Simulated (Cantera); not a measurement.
A perfectly stirred reactor is fed with CH4 : C2H6 : O2 : N2 = 1 : 0.19 : 1.78 : 6.68 (molar parts), equivalence ratio 1.5, at 15.0 bar; it is adiabatic with a 650 K inlet, and is followed from long to short residence time, starting on the burning branch (τ in s: 0.04, 0.013, 0.004, 0.0012, 0.00039, 0.00012, 3.8e-05, 1.2e-05, 3.7e-06).

Cantera simulation using GRI-Mech 3.0 (53 species, 325 reactions); the numbers are that mechanism's predictions, not measurements. The pressure lies above the range GRI-Mech 3.0 was tuned for (to about 10 atm).

### Question
What does this change do: pressure from 15.0 bar to 2.00 bar?

### Answer
```
quantity                                                                       before                                after
------------------------------------------------  -----------------------------------  -----------------------------------
blow-out, bracketed by the residence times tried  burning at 0.120 ms, out at 38.0 µs  burning at 0.120 ms, out at 38.0 µs
x(CH4) at τ = 40.0 ms                                                        0.000304                             0.000159
x(C2H6) at τ = 40.0 ms                                                        9.74e-8                              2.13e-7
x(O2) at τ = 40.0 ms                                                          3.69e-5                              9.14e-5
x(C2H4) at τ = 40.0 ms                                                        4.84e-7                              5.78e-7
x(HCO) at τ = 40.0 ms                                                         1.37e-7                              1.27e-7
x(CH4) at τ = 0.390 ms                                                        0.00491                              0.00207
x(C2H6) at τ = 0.390 ms                                                       1.87e-5                              2.20e-5
x(O2) at τ = 0.390 ms                                                         0.00266                              0.00417
x(C2H4) at τ = 0.390 ms                                                      0.000121                              9.34e-5
x(HCO) at τ = 0.390 ms                                                        6.46e-7                              4.48e-6
```
